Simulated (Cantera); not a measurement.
An adiabatic, constant-pressure homogeneous reactor starts with H2 : O2 : N2 : H2O = 1 : 0.549 : 1.43 : 0.42 (molar parts), equivalence ratio 0.91, at 1023 K and 1000000 Pa. Integrator tolerance rtol = 1e-08.

Detailed kinetics in Cantera: the H2/O2 subset of GRI-Mech 3.0, which has no nitrogen chemistry. The hydrogen kinetics of GRI-Mech 3.0 are dated; newer H2 mechanisms differ, most at raised pressure.

Problem. What does this change do: initial temperature 1023 to 1450 K?

Solution. 
```csv
quantity,before,after
time of steepest temperature rise,5.76 ms,2.70 µs
temperature at 8.00 s,2779 K,2969 K
equilibrium temperature,2779 K,2969 K
x(H2) at 8.00 s,0.0199 (gas-phase equilibrium 0.0199),0.0342 (gas-phase equilibrium 0.0342)
x(O2) at 8.00 s,0.0209 (gas-phase equilibrium 0.0209),0.0246 (gas-phase equilibrium 0.0246)
x(H2O) at 8.00 s,0.448 (gas-phase equilibrium 0.448),0.418 (gas-phase equilibrium 0.418)
x(O) at 8.00 s,0.00230 (gas-phase equilibrium 0.00230),0.00507 (gas-phase equilibrium 0.00507)
x(H) at 8.00 s,0.00341 (gas-phase equilibrium 0.00341),0.00844 (gas-phase equilibrium 0.00844)
x(H2O2) at 8.00 s,2.48e-6 (gas-phase equilibrium 2.48e-6),3.43e-6 (gas-phase equilibrium 3.43e-6)
```

Problem. What does this change do: initial temperature 1023 to 1073 K?

Solution. 
| quantity | before | after |
|---|---|---|
| time of steepest temperature rise | 5.76 ms | 2.10 ms |
| temperature at 8.00 s | 2779 K | 2803 K |
| equilibrium temperature | 2779 K | 2803 K |
| x(H2) at 8.00 s | 0.0199 (gas-phase equilibrium 0.0199) | 0.0214 (gas-phase equilibrium 0.0214) |
| x(O2) at 8.00 s | 0.0209 (gas-phase equilibrium 0.0209) | 0.0213 (gas-phase equilibrium 0.0213) |
| x(H2O) at 8.00 s | 0.448 (gas-phase equilibrium 0.448) | 0.445 (gas-phase equilibrium 0.445) |
| x(O) at 8.00 s | 0.00230 (gas-phase equilibrium 0.00230) | 0.00255 (gas-phase equilibrium 0.00255) |
| x(H) at 8.00 s | 0.00341 (gas-phase equilibrium 0.00341) | 0.00386 (gas-phase equilibrium 0.00386) |
| x(H2O2) at 8.00 s | 2.48e-6 (gas-phase equilibrium 2.48e-6) | 2.59e-6 (gas-phase equilibrium 2.59e-6) |
